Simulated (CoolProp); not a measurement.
CF4 (R14) along the isotherm -41.55 °C: density (kg/m³) from the reference equation and from simpler models built on Tc = -45.8 °C, pc = 3762 kPa, ω = 0.178; each cubic takes its own stable root.

Model: reference Helmholtz-energy equation of state, Platzer 1990, in CoolProp. This equation is an older, rougher fit; its heat capacities, sound speeds and derivatives of the liquid may be far off and weren't checked against measurements.

```tsv
p (kPa)	phase	reference
672	gas	32.66
1340	gas	69.89
2020	gas	114.9
2690	gas	170.9
3360	gas	251.0
4030	supercritical	429.8
4700	supercritical	846.4
5370	supercritical	936.9
6050	supercritical	985.8
6720	supercritical	1020
7390	supercritical	1046
8060	supercritical	1068
8730	supercritical	1087
9410	supercritical	1104
```

**Question.** How far does each simpler model (ideal gas, van der Waals, Redlich-Kwong, Soave-Redlich-Kwong, Peng-Robinson) lie from the reference over these 14 states: mean and median of the absolute difference, and the worst?

**Answer.** 
- ideal gas: mean 50.7 %, median 62.2 %, worst -74.6 % at -41.55 °C and 4700 kPa
- van der Waals: mean 15.0 %, median 23.3 %, worst -24.6 % at -41.55 °C and 6050 kPa
- Redlich-Kwong: mean 5.5 %, median 7.1 %, worst -12.9 % at -41.55 °C and 4700 kPa
- Soave-Redlich-Kwong: mean 6.4 %, median 7.6 %, worst -15.0 % at -41.55 °C and 4700 kPa
- Peng-Robinson: mean 2.6 %, median 2.3 %, worst -7.2 % at -41.55 °C and 4700 kPa
